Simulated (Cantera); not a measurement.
**Thermodynamics of titanium nitride, carbide and oxide coatings, feed TiCl4 + O2 + H2O**

A closed system holds: 1 mol TiCl4, 4.3 mol O2, a varied amount of H2O, at 1948.15 K and 75.0 Pa.

Cantera equilibrium calculation (NASA polynomials, part measured and part estimated; ideal gas, pure solids and liquids). Candidate condensed phases: H2O, Ti, TiCl2, TiCl3, TiCl4, TiO, TiO2, Ti2O3, Ti3O5, Ti4O7; 23 gas species. Equilibrium is a limit: real reactors are often held back by kinetics, nucleation or transport.

From 0.17 mol H2O to 6.6 mol H2O the condensed part is TiO2(rutile). The main Ti-bearing gas is TiO2 throughout.

| n(H2O) (mol) | x Cl | x O2 | x H2O | x HCl | x OH | x O | n TiO2(rutile) |
|---|---|---|---|---|---|---|---|
| 0.17 | 0.494 | 0.449 | 0.000700 | 0.0433 | 0.000965 | 0.0109 | 0.999 |
| 0.31 | 0.456 | 0.452 | 0.00250 | 0.0754 | 0.00183 | 0.0109 | 0.999 |
| 0.58 | 0.392 | 0.455 | 0.00968 | 0.127 | 0.00360 | 0.0110 | 0.999 |
| 1.1 | 0.303 | 0.450 | 0.0363 | 0.191 | 0.00694 | 0.0109 | 0.999 |
| 1.9 | 0.225 | 0.426 | 0.0939 | 0.231 | 0.0110 | 0.0106 | 0.999 |
| 3.6 | 0.147 | 0.369 | 0.216 | 0.237 | 0.0161 | 0.00987 | 0.999 |
| 6.6 | 0.0918 | 0.292 | 0.373 | 0.207 | 0.0200 | 0.00877 | 0.999 |
x: gas mole fraction; n: condensed amount in mol.
